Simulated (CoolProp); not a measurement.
Saturated liquid density (kg/m³) of nitrogen: the reference equation beside estimates from Tc = -147.0 °C, pc = 3.396 MPa, ω = 0.037. Rackett uses Z = 0.29056 − 0.08775 ω.

Computed with CoolProp (reference Helmholtz-energy equation of state, Span 2000).

```
T (°C)   reference  Rackett  Redlich-Kwong
-------  ---------  -------  -------------
-190.45      781.2    791.9          784.4
-187.35      766.2    776.8          766.0
-184.25      750.7    761.2          746.7
-181.15      734.5    744.9          726.3
-178.05      717.7    728.0          704.7
-174.95      700.0    710.2          681.8
-171.85      681.4    691.5          657.5
-168.75      661.5    671.5          631.4
-165.65      640.1    650.1          603.4
-162.55      616.7    626.8          572.8
-159.45      590.7    601.0          539.1
```

Absolute difference from the reference over all 11 rows, mean and median: Rackett 1.5 and 1.5 %, Redlich-Kwong 3.3 and 2.6 %.
